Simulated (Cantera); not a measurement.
A Cantera script and what it prints.

```python
import numpy as np
import cantera as ct

gas_names = """
    CL CLO CL2 H HCL HOCL HO2 H2 H2O H2O2 Mg MgCL MgCL2 MgH MgO MgOH MgO2H2 Mg2 O OH O2 O3
""".split()
cond_names = """
    H2O(s) H2O(L) Mg(cr) Mg(L) MgCL2(s) MgCL2(L) MgO(s) MgO(L) MgO2H2(s)
""".split()


# ... load() reads the species with a 1 bar reference pressure and builds the phases ...
atoms = {
    'MgO': {'Mg': 1, 'O': 1},
    'HCl': {'H': 1, 'CL': 1},
    'H2': {'H': 2},
}
top_T = {}  # K; cautious upper limits of use, not melting points


# ... equilibrate(T, P, feed) seeds the gas with the atoms and calls Mixture.equilibrate('TP', solver="vcs", rtol=1e-11, max_steps=5000) ...
results = []
feed = {'MgO': 1, 'HCl': 4, 'H2': 21}  # mol
T = 1000  # K
P = 1.2  # Pa
mix = equilibrate(T, P, feed)
results.append((T, P, feed, dict(zip(mix.species_names, mix.species_moles))))
print(gas.report(threshold=1e-05))
for i in range(1, mix.n_phases):
    print(f"{mix.phase(i).name:16s} {mix.phase_moles(i):12.5e} mol")
```

It prints:

```
       temperature   1000 K
          pressure   1.2 Pa
           density   1.0903e-06 kg/m^3
  mean mol. weight   7.5543 kg/kmol
   phase of matter   gas

                          1 kg             1 kmol
                     ---------------   ---------------
          enthalpy        7.5253e+05        5.6849e+06  J
   internal energy       -3.4809e+05       -2.6296e+06  J
           entropy             36182        2.7333e+05  J/K
    Gibbs function        -3.543e+07       -2.6765e+08  J
 heat capacity c_p            4027.5             30425  J/K
 heat capacity c_v            2926.8             22110  J/K

                      mass frac. Y      mole frac. X     chem. pot. / RT
                     ---------------   ---------------   ---------------
               HCL           0.76556           0.15863           -48.552
                H2           0.22417              0.84           -29.011
               H2O         0.0016336        0.00068503           -72.566
             MgCL2         0.0086332        0.00068503           -102.78
     [  +18 minor]        5.7897e-07        7.0663e-07

Mg(L)             0.00000e+00 mol
MgCL2(L)          0.00000e+00 mol
MgO(s)            9.82874e-01 mol
MgO2H2(s)         0.00000e+00 mol
```

Method: chemical equilibrium by Gibbs-energy minimisation in Cantera with the NASA 1993 tables (ideal gas, pure condensed phases).
